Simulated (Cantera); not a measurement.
Charge: 1 mol Si₂H₆, 0.95 mol H₂O, 26 mol H₂, equilibrated at 1500 Pa.

Method: chemical equilibrium by Gibbs-energy minimisation in Cantera with the NASA 1993 tables (ideal gas, pure condensed phases). Candidate condensed phases: H₂O, Si, SiO₂; 18 gas species. The feed counts by its element totals alone. Mutual solubility and eutectic melting of coexisting phases are not modelled. The tables hold silica as quartz up to 1696 K and as liquid above; real silica turns to tridymite and cristobalite and melts near 1996 K. Gases not in the tables: Si₂H₆ and higher silanes. Rates play no part.

### Question
Which condensed phases are stable at each of these points (T (K)): 1323, 1398, 1473, 1548, 1623, 1698, 1773, 1848, 1923?

### Answer
| T (K) | condensed phases | Si condensed (%) |
|---|---|---|
| 1323 | Si(s) + SiO₂(β-quartz) | 98.7 |
| 1398 | Si(s) + SiO₂(β-quartz) | 92.9 |
| 1473 | Si(s) + SiO₂(β-quartz) | 68.0 |
| 1548 | Si(s) | 52.5 |
| 1623 | Si(s) | 52.5 |
| 1698 | Si(l) | 52.4 |
| 1773 | Si(l) | 52.2 |
| 1848 | Si(l) | 51.7 |
| 1923 | Si(l) | 50.4 |

From 1323 K to 1473 K the condensed part is Si(s) + SiO₂(β-quartz). From 1548 K to 1623 K the condensed part is Si(s). From 1698 K to 1923 K the condensed part is Si(l).
